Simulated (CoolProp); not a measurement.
A closed Brayton cycle with nitrogen: compressor inlet 330.15 K and 3.4 MPa, high pressure 10.4 MPa, turbine inlet 870 K, compressor efficiency 0.8, turbine efficiency 0.9, recuperator effectiveness 0 (on enthalpy, no pinch check). Each further row changes one setting.

The numbers come from the reference Helmholtz-energy equation of state, Span 2000 in CoolProp.

```
case                           thermal efficiency (%)  net work (kJ/kg)  compressor to turbine work  compressor exit (K)  turbine exit (K)
-----------------------------  ----------------------  ----------------  --------------------------  -------------------  ----------------
as stated                                        15.2              65.4                        0.72                486.2             667.9
turbine inlet 820 K                                 ?              52.0                           ?                486.2             627.8
compressor inlet 340.15 K                           ?              60.2                        0.74                500.7             667.9
high pressure 8.84 MPa                           13.9              63.5                        0.68                    ?             694.2
recuperator effectiveness 0.5                    19.7              65.4                        0.72                486.2             667.9
```

Complete the blanks.


- turbine inlet 820 K, thermal efficiency (%): 14.0
- turbine inlet 820 K, compressor to turbine work: 0.76
- compressor inlet 340.15 K, thermal efficiency (%): 14.6
- high pressure 8.84 MPa, compressor exit (K): 460.3
